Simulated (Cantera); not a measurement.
Feed: 1 mol Si2H6, 2.7 mol HCl, 230 mol H2, held at 975 °C and 5.80 mbar.

These are equilibrium values from Cantera (NASA tables, ideal gas, pure condensed phases), not measurements of a reactor. Candidate condensed phases: Si; 19 gas species. The feed counts by its element totals alone. Kinetics and transport are ignored.

Base state: H2 0.989, HCl 0.0108, SiCl2 0.000298 (mole fractions); condensed: Si(s).

What changes in the equilibrium state with this change: temperature from 975 °C to 1475 °C?


```json
[
 {"species": "H2", "before": "0.989", "after": "0.986"},
 {"species": "HCl", "before": "0.0108", "after": "0.0106"},
 {"species": "H", "before": "6.11e-6", "after": "0.00298"},
 {"species": "Si", "before": "1.34e-9", "after": "0.000252"},
 {"species": "SiCl2", "before": "0.000298", "after": "0.000381"},
 {"species": "SiH", "before": "1.13e-9", "after": "2.53e-5"},
 {"species": "SiCl", "before": "1.07e-8", "after": "2.44e-5"},
 {"species": "Si(s), mol", "before": "1.93", "after": "0"},
 {"species": "Si(l), mol", "before": "0", "after": "1.83"}
]
```
The tables' values for SiCl are old estimates; treat these amounts as uncertain. Gases not in the tables: Si2H6 and higher silanes.
